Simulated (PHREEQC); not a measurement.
Solution (20 °C): 6.3 mmol/kgw FeSO4, 0.013 mmol/kgw H3AsO4 and 0.045 mmol/kgw H2SO4. Closed to the air; pH follows from the charge balance.

Computed with PHREEQC (ion-association model, wateq4f.dat).

Each row changes one thing in this solution. This is a speciation only: nothing precipitates in the calculation.

| case | pH | ionic strength (mol/kgw) | SO4-2 (mol/kgw) | HSO4- (mol/kgw) |
|---|---|---|---|---|
| as made | 4.14 | 0.0198 | 0.00495 | 2.10e-5 |
| H3AsO4 from 1.3e-05 to 0.00013 mol/kgw | 3.82 | [?] | 0.00493 | 4.41e-5 |
| temperature from 20 to 50 °C | 4.21 | 0.0179 | 0.00446 | 3.24e-5 |
| FeSO4 from 0.0063 to 0.063 mol/kgw | 4.45 | 0.149 | 0.0373 | 5.09e-5 |
| FeSO4 left out | [?] | 0.000147 | 4.46e-5 | 3.78e-7 |
| temperature from 20 to 40 °C | [?] | [?] | 0.00462 | [?] |
| H3AsO4 left out | 4.20 | 0.0198 | 0.00495 | 1.83e-5 |

Problem. Fill in the missing entries.

Solution. 
- H3AsO4 from 1.3e-05 to 0.00013 mol/kgw, ionic strength (mol/kgw): 0.0199
- FeSO4 left out, pH: 4.00
- temperature from 20 to 40 °C, pH: 4.18
- temperature from 20 to 40 °C, ionic strength (mol/kgw): 0.0185
- temperature from 20 to 40 °C, HSO4- (mol/kgw): 2.80e-5

Species that the database lacks are ignored. At this temperature some constants are extrapolated from 25 °C, and those without enthalpy data are left unchanged.
